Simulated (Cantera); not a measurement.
# Thermodynamics of silicon epitaxy and polysilicon growth, feed Si₂Cl₆ + N₂

Feed: 1 mol Si₂Cl₆, 220 mol N₂, at 0.130 bar.

These are equilibrium values from Cantera (NASA tables, ideal gas, pure condensed phases), not measurements of a reactor. Candidate condensed phases: Si, Si₃N₄; 13 gas species. The feed counts by its element totals alone. N₂ is the only nitrogen source here; it is nearly inert below about 1500 K, so the nitride shown seldom forms there in practice. The tables' values for SiCl₃ are old estimates; treat these amounts as uncertain. The numbers say what is thermodynamically allowed, not how fast it happens.

```json
[
 {"T (K)": "1050", "x N₂": "0.993", "x SiCl₄": "0.00677", "x SiCl₃": "1.30e-5", "x SiCl₂": "4.53e-7", "x Cl": "9.87e-9", "x Cl₂": "2.02e-11", "n Si₃N₄(s)": "0.166"},
 {"T (K)": "1100", "x N₂": "0.993", "x SiCl₄": "0.00676", "x SiCl₃": "3.08e-5", "x SiCl₂": "1.95e-6", "x Cl": "3.22e-8", "x Cl₂": "5.88e-11", "n Si₃N₄(s)": "0.166"},
 {"T (K)": "1150", "x N₂": "0.993", "x SiCl₄": "0.00673", "x SiCl₃": "6.75e-5", "x SiCl₂": "7.40e-6", "x Cl": "9.49e-8", "x Cl₂": "1.56e-10", "n Si₃N₄(s)": "0.165"},
 {"T (K)": "1200", "x N₂": "0.993", "x SiCl₄": "0.00667", "x SiCl₃": "0.000138", "x SiCl₂": "2.50e-5", "x Cl": "2.55e-7", "x Cl₂": "3.79e-10", "n Si₃N₄(s)": "0.163"},
 {"T (K)": "1250", "x N₂": "0.993", "x SiCl₄": "0.00655", "x SiCl₃": "0.000263", "x SiCl₂": "7.58e-5", "x Cl": "6.34e-7", "x Cl₂": "8.57e-10", "n Si₃N₄(s)": "0.159"},
 {"T (K)": "1300", "x N₂": "0.993", "x SiCl₄": "0.00632", "x SiCl₃": "0.000472", "x SiCl₂": "0.000209", "x Cl": "1.46e-6", "x Cl₂": "1.80e-9", "n Si₃N₄(s)": "0.150"},
 {"T (K)": "1350", "x N₂": "0.993", "x SiCl₄": "0.00592", "x SiCl₃": "0.000789", "x SiCl₂": "0.000524", "x Cl": "3.14e-6", "x Cl₂": "3.53e-9", "n Si₃N₄(s)": "0.133"},
 {"T (K)": "1400", "x N₂": "0.992", "x SiCl₄": "0.00526", "x SiCl₃": "0.00122", "x SiCl₂": "0.00119", "x Cl": "6.31e-6", "x Cl₂": "6.40e-9", "n Si₃N₄(s)": "0.100"}
]
```
x: gas mole fraction; n: condensed amount in mol.

From 1050 K to 1400 K the condensed part is Si₃N₄(s). The main Si-bearing gas is SiCl₄ throughout. The share of Si in condensed phases is highest at 1050 K (25.0 %) and lowest at 1400 K (15.0 %).
